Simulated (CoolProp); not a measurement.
Aqueous calcium chloride as a coolant, at 33 °C, 1 atm.

The numbers come from the Melinder's fits for secondary coolants in CoolProp.

```
mass %  freezing point (°C)  viscosity (mPa s)  Prandtl number  conductivity (W/(m K))  cp (kJ/(kg K))
------  -------------------  -----------------  --------------  ----------------------  --------------
2.8                    -1.3              0.817               …                       …           4.023
5.4                    -2.6              0.872            5.52                   0.614           3.884
8                      -4.3              0.931            5.72                   0.610           3.744
10.7                   -6.5               1.00            5.96                   0.607           3.598
13.3                   -9.1               1.09            6.28                   0.603           3.460
15.9                      …               1.21            6.72                   0.600           3.328
18.5                  -15.8                  …            7.31                   0.596               …
21.2                  -20.4               1.56            8.12                   0.592           3.091
```

Problem. Complete the blanks.

Solution. 
- 2.8, Prandtl number: 5.33
- 2.8, conductivity (W/(m K)): 0.617
- 15.9, freezing point (°C): -12.2
- 18.5, viscosity (mPa s): 1.36
- 18.5, cp (kJ/(kg K)): 3.205
